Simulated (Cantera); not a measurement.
Charge: 1 mol SiO₂, 1.1 mol CH₄, 3.8 mol H₂, at 1773.15 K and 7.70 bar.

Cantera equilibrium calculation (NASA polynomials, part measured and part estimated; ideal gas, pure solids and liquids). Candidate condensed phases: C, C₆H₆, C₇H₈, C₈H₁₈, H₂O, Si, SiC, SiO₂; 123 gas species. Mutual solubility and eutectic melting of coexisting phases are not modelled. The tables hold silica as quartz up to 1696 K and as liquid above; real silica turns to tridymite and cristobalite and melts near 1996 K. Rates play no part.

Base state: H₂ 0.888, CO 0.106, CH₄ 0.00489, SiO 0.000598, H₂O 0.000248, C₂H₂ (acetylene) 0.000114, H 9.67e-5, C₂H₄ 2.20e-5 (mole fractions); condensed: SiC(s) + SiO₂(condensed).

What changes in the equilibrium state with this change: temperature from 1773.15 K to 2450 K?


| species | before | after |
|---|---|---|
| H₂ | 0.888 | 0.743 |
| CO | 0.106 | 0.137 |
| SiO | 0.000598 | 0.112 |
| Si | 6.17e-9 | 0.000421 |
| Si₂C | <1e-9 | 3.09e-5 |
| SiH | 1.99e-8 | 0.000287 |
| Si₂ | <1e-9 | 1.04e-5 |
| SiH₂ | 4.88e-7 | 0.000632 |
| SiC(s), mol | 0.354 | 0 |
| SiO₂(condensed), mol | 0.642 | 0 |
| Si(l), mol | 0 | 0.0872 |
Gases not in the tables: Si₂H₆ and higher silanes.
